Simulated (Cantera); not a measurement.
## Thermodynamics of boron, boron nitride and boron oxide, feed B₂H₆ + O₂ + H₂

Charge: 1 mol B₂H₆, 0.06 mol O₂, 62 mol H₂, equilibrated at 0.133 bar.

Cantera equilibrium calculation (NASA polynomials, part measured and part estimated; ideal gas, pure solids and liquids). Candidate condensed phases: B, B₂O₃, B₃O₃H₃, H₂O; 23 gas species. The feed counts by its element totals alone. The tables' values for BH₂ are old estimates; treat these amounts as uncertain. Gases not in the tables: B₂H₆ and higher boranes. Equilibrium is a limit: real reactors are often held back by kinetics, nucleation or transport.

```
T (K)   x H₂       x H     x BH₂     x HBO  n B(s)
-----  -----  --------  --------  --------  ------
923    0.999  6.70e-10  5.57e-10   2.05e-7    1.88
1073   0.999   3.84e-8   1.98e-8   8.81e-6    1.88
1223   0.999   8.23e-7   2.90e-7  0.000145    1.88
1373   0.999   9.11e-6   2.34e-6   0.00101    1.88
1523   0.998   6.32e-5   1.25e-5   0.00176    1.88
1673   0.998  0.000312   4.89e-5   0.00179    1.88
1823   0.997   0.00118  0.000153   0.00178    1.87
1973   0.994   0.00368  0.000398   0.00173    1.85
2123   0.987   0.00976  0.000898   0.00161    1.82
2273   0.974    0.0227   0.00180   0.00142    1.75
```
x: gas mole fraction; n: condensed amount in mol.

From 923 K to 2273 K the condensed part is B(s).
